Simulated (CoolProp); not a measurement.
Aqueous potassium acetate as a coolant, at 6 °C, 1 atm.

The numbers come from the Melinder's fits for secondary coolants in CoolProp.

```csv
mass %,freezing point (°C),conductivity (W/(m K)),cp (kJ/(kg K)),density (kg/m³),Prandtl number
2.6,-0.9,0.566,4.086,1017,11.3
6.4,-2.7,0.555,3.935,?,12.1
10.2,-4.7,?,?,1055,?
14,-6.9,0.530,3.676,1074,14.3
17.7,-9.4,0.519,3.561,1094,15.6
21.5,-12.5,0.507,3.448,1114,17.3
25.3,-16.6,0.496,3.336,1136,19.3
29,-21.6,0.485,3.230,1158,21.8
32.8,-27.8,0.474,3.121,1180,25.0
36.6,-35.1,0.464,3.015,1202,29.2
```

### Question
Fill in the missing entries.

### Answer

- 6.4, density (kg/m³): 1037
- 10.2, conductivity (W/(m K)): 0.543
- 10.2, cp (kJ/(kg K)): 3.800
- 10.2, Prandtl number: 13.1
